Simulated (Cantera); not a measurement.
Charge: 1 mol Fe3O4, 0.62 mol H2, 52 mol N2, equilibrated at 53000 Pa.

Cantera equilibrium calculation (NASA polynomials, part measured and part estimated; ideal gas, pure solids and liquids). Candidate condensed phases: Fe, FeO, Fe(OH)2, Fe(OH)3, Fe2O3, Fe3O4, H2O; 27 gas species. Mutual solubility and eutectic melting of coexisting phases are not modelled. The tables' stoichiometric FeO is somewhat more stable than real wüstite, so its field is too wide. FeO: taken at fixed stoichiometry. Kinetics and transport are ignored.

log p: log10 of the partial pressure in bar; n: condensed amount in mol.

| T (K) | log p N2 | log p H2O | log p H2 | log p NO | log p O2 | log p OH | log p H | n FeO(s) | n Fe3O4(s) | n FeO(l) |
|---|---|---|---|---|---|---|---|---|---|---|
| 1575 | -0.28 | -2.21 | -3.98 | [?] | -7.08 | -6.04 | -6.37 | 1.83 | 0.390 | 0 |
| 1600 | -0.28 | -2.21 | -4.00 | [?] | -6.78 | -5.88 | -6.26 | 1.83 | 0.390 | 0 |
| 1625 | -0.28 | -2.21 | -4.02 | [?] | -6.50 | -5.73 | -6.16 | 1.83 | 0.389 | 0 |
| 1650 | -0.28 | -2.21 | -4.03 | [?] | -6.22 | -5.58 | -6.06 | 0 | 0.389 | 1.83 |
| 1675 | -0.28 | -2.21 | -4.08 | [?] | -5.88 | -5.42 | -5.98 | 0 | 0.387 | 1.84 |
| 1700 | -0.28 | -2.21 | -4.13 | [?] | -5.55 | -5.26 | -5.90 | 0 | 0.386 | 1.84 |
| 1725 | -0.28 | -2.21 | -4.18 | [?] | -5.23 | -5.11 | -5.82 | 0 | 0.384 | 1.85 |
| 1750 | -0.28 | -2.21 | -4.23 | [?] | -4.91 | -4.96 | -5.75 | 0 | 0.381 | 1.86 |

Q: Fill in the missing entries.

A: 
- 1575, log p NO: -6.05
- 1600, log p NO: -5.85
- 1625, log p NO: -5.66
- 1650, log p NO: -5.48
- 1675, log p NO: -5.27
- 1700, log p NO: -5.06
- 1725, log p NO: -4.86
- 1750, log p NO: -4.66
